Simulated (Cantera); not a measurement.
Cantera with NASA thermochemical tables; ideal gases at 1 bar, condensed phases pure. Values are per mole of reaction as written; species without (g) are pure solids or liquids, kept so even where they would boil at 1 bar. TaC: taken at fixed stoichiometry.

Problem. Between 300 and 1450 K, where is each reaction favourable under standard conditions?
- C₆H₆(g) + 2 TaO₂(g) = 4 CO(g) + C₂H₆(g) + 2 Ta
- 4 H₂O₂(g) + 4 TaC = C₂H₂(g) + 4 TaO₂(g) + C₂H₆(g)

Solution. 
- C₆H₆(g) + 2 TaO₂(g) = 4 CO(g) + C₂H₆(g) + 2 Ta: ΔG° is -289 kJ at 300 K and -618 kJ at 1450 K; it stays negative (K > 1). ΔH° is -209 kJ and ΔS° 282 J/K at 1450 K.
- 4 H₂O₂(g) + 4 TaC = C₂H₂(g) + 4 TaO₂(g) + C₂H₆(g): ΔG° is 330 kJ at 300 K and -131 kJ at 1450 K; it changes sign between 1050 and 1150 K. ΔH° is 413 kJ and ΔS° 375 J/K at 1450 K.
